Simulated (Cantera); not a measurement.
What does this Cantera script print?

```python
import numpy as np
import cantera as ct

gas_names = """
    H HNO HNO2 HNO3 HO2 H2 H2O H2O2 N NH NH2 NH3 NH2OH NO NO2 NO3 N2 N2H2 N2H4 N2O O OH O2 O3 Pb PbO Pb2
""".split()
cond_names = """
    H2O(s) H2O(L) Pb(cr) Pb(L) PbO(rd) PbO(yw) PbO(L) PbO2(s) Pb3O4(s)
""".split()


# ... load() reads the species with a 1 bar reference pressure and builds the phases ...
atoms = {
    'PbO': {'Pb': 1, 'O': 1},
    'H2': {'H': 2},
    'N2': {'N': 2},
}
top_T = {'Pb3O4(s)': 820}  # K; cautious upper limits of use, not melting points


# ... equilibrate(T, P, feed) seeds the gas with the atoms and calls Mixture.equilibrate('TP', solver="vcs", rtol=1e-11, max_steps=5000) ...
results = []
feed = {'PbO': 1, 'H2': 0.2, 'N2': 18}  # mol
P = 180000  # Pa
for T in [450, 500, 550, 600, 650, 700, 750, 800, 850, 900, 950]:
    mix = equilibrate(T, P, feed)
    results.append((T, P, feed, dict(zip(mix.species_names, mix.species_moles))))

top = {s: max(r[3][s] / sum(r[3][g] for g in gas_names) for r in results) for s in gas_names}
cols = sorted((s for s in top if top[s] > 0.001), key=lambda s: -top[s])[:6]
seen = [c for c in cond_names if any(r[3].get(c, 0) > 1e-12 for r in results)]
print("log10 of partial pressures in bar; condensed amounts in mol")
print(f"{'T/K':>10s}" + "".join(f"{s[:9]:>10s}" for s in cols + seen))
for T, P, feed, n in results:
    ng = sum(n[g] for g in gas_names)
    print(f"{T:10.4g}" + "".join(f"{np.log10(max(n[s] / ng * P / 1e5, 1e-99)):10.3f}" for s in cols)
          + "".join(f"{n.get(c, 0):10.4g}" for c in seen))
```

It prints:

```
log10 of partial pressures in bar; condensed amounts in mol
       T/K        N2       H2O    Pb(cr)     Pb(L)   PbO(rd)   PbO(yw)
       450     0.250    -1.704       0.2         0       0.8         0
       500     0.250    -1.704       0.2         0       0.8         0
       550     0.250    -1.704       0.2         0       0.8         0
       600     0.250    -1.704       0.2         0       0.8         0
       650     0.250    -1.704         0       0.2       0.8         0
       700     0.250    -1.704         0       0.2       0.8         0
       750     0.250    -1.704         0       0.2       0.8         0
       800     0.250    -1.704         0       0.2         0       0.8
       850     0.250    -1.704         0       0.2         0       0.8
       900     0.250    -1.704         0       0.2         0       0.8
       950     0.250    -1.704         0    0.1999         0       0.8
```

Cantera equilibrium calculation (NASA polynomials, part measured and part estimated; ideal gas, pure solids and liquids).
